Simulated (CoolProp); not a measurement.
Vapour-liquid equilibrium of dimethyl ether (1) + methanol (2) at 11.1 kPa; x and y are mole fractions of (1).

Model: multi-fluid Helmholtz-energy mixture model, Wu 2011 and de Reuck 1993; pair parameters Bell 2016, in CoolProp.

```csv
x,bubble temperature (K),y at the bubble point,dew temperature at overall composition x (K),liquid density (mol/L)
0.05,244.2,0.955,289.3,25.46
0.125,227.4,0.990,…,25.00
0.2,…,0.995,286.2,24.29
0.275,217.0,0.996,284.5,23.53
0.35,214.8,0.997,282.7,22.76
0.425,…,0.997,280.6,22.01
0.5,212.3,0.997,…,21.28
0.575,211.6,0.998,…,20.58
0.65,210.9,0.998,272.6,19.91
0.725,…,0.998,268.9,19.26
0.8,209.6,0.998,264.2,…
0.875,208.9,0.998,257.5,18.06
0.95,207.9,…,245.6,17.49
```

**Question.** Complete the blanks.

**Answer.** 
- 0.125, dew temperature at overall composition x (K): 287.8
- 0.2, bubble temperature (K): 220.6
- 0.425, bubble temperature (K): 213.3
- 0.5, dew temperature at overall composition x (K): 278.3
- 0.575, dew temperature at overall composition x (K): 275.7
- 0.725, bubble temperature (K): 210.3
- 0.8, liquid density (mol/L): 18.65
- 0.95, y at the bubble point: 0.999

No azeotrope shows between x = 0.05 and 0.95.

Pair parameters are fitted to limited data, so mixtures are less certain than the pure fluids. With so large a gap from Raoult's law the liquid may split in two, which this calculation doesn't test in full.
